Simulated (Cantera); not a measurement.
Charge: 1 mol MgO, 0.5 mol O2, 0.19 mol H2O, equilibrated at 1348.15 K and 0.0133 bar.

These are equilibrium values from Cantera (NASA tables, ideal gas, pure condensed phases), not measurements of a reactor. Candidate condensed phases: H2O, Mg, MgO, Mg(OH)2; 15 gas species. Equilibrium is a limit: real reactors are often held back by kinetics, nucleation or transport.

Base state: O2 0.725, H2O 0.275, OH 0.000120 (mole fractions); condensed: MgO(s).

**Question.** What changes in the equilibrium state with this change: 0.14 mol Cl2 added?

**Answer.** 
| species | before | after |
|---|---|---|
| O2 | 0.725 | 0.627 |
| HCl | 0 | 0.284 |
| H2O | 0.275 | 0.0692 |
| Cl | 0 | 0.0123 |
| MgCl2 | 0 | 0.00185 |
| Cl2 | 0 | 0.00569 |
| ClO | 0 | 3.42e-5 |
| OH | 0.000120 | 5.79e-5 |
| MgO(s), mol | 1.00 | 0.998 |
Further candidate phases: MgCl2.
